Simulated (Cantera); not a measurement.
**Premixed flame**

A freely propagating, adiabatic, planar premixed flame of CH4 : H2 : O2 : N2 : H2O = 1 : 0.091 : 1.46 : 5.49 : 0.17 (molar parts), equivalence ratio 1.4, unburnt at 425 K and 0.140 bar; mixture-averaged transport, grid criteria slope 0.08 and curve 0.16, no radiation.

Computed with Cantera and GRI-Mech 3.0 (53 species, 325 reactions). Burning velocities carry a grid error of a few per cent, more on coarse grids.

```json
[
 {"z (mm)": "-8.64", "T (K)": "425", "u (m/s)": "0.620", "x CH4": "0.122", "x H2": "0.0131", "x O2": "0.177", "x C2H": "<1e-8", "x NO": "<1e-8", "x H2O": "0.0207"},
 {"z (mm)": "-5.76", "T (K)": "427", "u (m/s)": "0.625", "x CH4": "0.121", "x H2": "0.0171", "x O2": "0.177", "x C2H": "<1e-8", "x NO": "<1e-8", "x H2O": "0.0208"},
 {"z (mm)": "-4.32", "T (K)": "438", "u (m/s)": "0.645", "x CH4": "0.119", "x H2": "0.0228", "x O2": "0.175", "x C2H": "<1e-8", "x NO": "2.16e-8", "x H2O": "0.0219"},
 {"z (mm)": "-2.88", "T (K)": "533", "u (m/s)": "0.795", "x CH4": "0.112", "x H2": "0.0346", "x O2": "0.168", "x C2H": "<1e-8", "x NO": "3.21e-7", "x H2O": "0.0317"},
 {"z (mm)": "-1.44", "T (K)": "996", "u (m/s)": "1.52", "x CH4": "0.0764", "x H2": "0.0526", "x O2": "0.129", "x C2H": "<1e-8", "x NO": "3.01e-6", "x H2O": "0.0799"},
 {"z (mm)": "-0.720", "T (K)": "1382", "u (m/s)": "2.14", "x CH4": "0.0424", "x H2": "0.0613", "x O2": "0.0859", "x C2H": "1.45e-8", "x NO": "6.46e-6", "x H2O": "0.123"},
 {"z (mm)": "0", "T (K)": "1716", "u (m/s)": "2.69", "x CH4": "0.0125", "x H2": "0.0656", "x O2": "0.0403", "x C2H": "4.76e-7", "x NO": "1.24e-5", "x H2O": "0.163"},
 {"z (mm)": "0.720", "T (K)": "1879", "u (m/s)": "2.96", "x CH4": "0.00184", "x H2": "0.0637", "x O2": "0.0139", "x C2H": "1.13e-6", "x NO": "2.16e-5", "x H2O": "0.184"},
 {"z (mm)": "1.44", "T (K)": "1927", "u (m/s)": "3.03", "x CH4": "0.000200", "x H2": "0.0618", "x O2": "0.00441", "x C2H": "5.37e-7", "x NO": "3.17e-5", "x H2O": "0.190"},
 {"z (mm)": "2.88", "T (K)": "1944", "u (m/s)": "3.05", "x CH4": "3.23e-6", "x H2": "0.0620", "x O2": "0.000827", "x C2H": "4.49e-8", "x NO": "4.51e-5", "x H2O": "0.190"},
 {"z (mm)": "5.76", "T (K)": "1951", "u (m/s)": "3.05", "x CH4": "<1e-8", "x H2": "0.0633", "x O2": "0.000458", "x C2H": "<1e-8", "x NO": "5.59e-5", "x H2O": "0.188"},
 {"z (mm)": "11.5", "T (K)": "1959", "u (m/s)": "3.06", "x CH4": "<1e-8", "x H2": "0.0637", "x O2": "0.000391", "x C2H": "<1e-8", "x NO": "6.10e-5", "x H2O": "0.188"},
 {"z (mm)": "23.0", "T (K)": "1971", "u (m/s)": "3.08", "x CH4": "<1e-8", "x H2": "0.0638", "x O2": "0.000305", "x C2H": "<1e-8", "x NO": "6.25e-5", "x H2O": "0.189"}
]
```
x: mole fraction of selected species; z is measured from the peak of heat release.

| Property | Result |
|---|---|
| laminar burning velocity | 61.8 cm/s |
| thermal thickness | 2.88 mm |
| peak x(C2H) | 1.14e-6 |
| grid points | 160 |
